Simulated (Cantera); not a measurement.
A perfectly stirred reactor is fed with CH4 : H2 : H = 0.034 : 1 : 0.065 (molar parts), at 100.0 Torr; it is held at 2000 K, and followed from long to short residence time.

Computed with Cantera and GRI-Mech 3.0 (53 species, 325 reactions). GRI-Mech 3.0 stops at C3 and has no aromatics, soot or wall deposition, so with more carbon than oxygen in the feed, carbon stays in small species such as C2H2 where larger ones or solid carbon would form.

Question: What does this change do: pressure from 100.0 Torr to 12.8 Torr?

Answer: 
```
quantity                 before     after
----------------------  -------  --------
x(CH4) at τ = 2.20 s    0.00113  0.000853
x(H2) at τ = 2.20 s       0.979     0.971
x(H) at τ = 2.20 s      0.00454    0.0133
x(C2H6) at τ = 2.20 s   1.45e-8   9.47e-9
x(C2H) at τ = 2.20 s    1.28e-6   3.78e-6
x(CH4) at τ = 95.0 ms   0.00440   0.00294
x(H2) at τ = 95.0 ms      0.977     0.966
x(H) at τ = 95.0 ms     0.00517    0.0168
x(C2H6) at τ = 95.0 ms  2.51e-7   1.37e-7
x(C2H) at τ = 95.0 ms   1.29e-6   4.33e-6
```
Radical loss at walls, strong at low pressure, is not modelled.
